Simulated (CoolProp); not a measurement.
Saturation properties of ethanol.

Model: reference Helmholtz-energy equation of state, Schroeder 2014, in CoolProp.

```csv
T (K),p (bar),liquid density (kg/m³),surface tension (mN/m),liquid conductivity (mW/(m K))
294.7,0.06445,788.0,22.2,164
315.7,0.2037,769.8,20.2,160
336.7,0.5467,750.7,18.1,157
357.7,1.284,730.3,16.1,153
378.7,2.703,707.8,14.0,150
399.8,5.206,682.4,11.9,147
420.8,9.253,653.0,9.83,143
441.8,15.40,618.6,7.71,140
462.8,24.25,578.1,5.55,136
483.8,36.47,527.4,3.36,134
504.9,52.99,437.1,1.06,136
```

It boils at 351.6 K under 1 atm.

Thermal conductivity comes from a separate model (Assael 2013). Surface tension comes from a separate correlation (Mulero 2012).
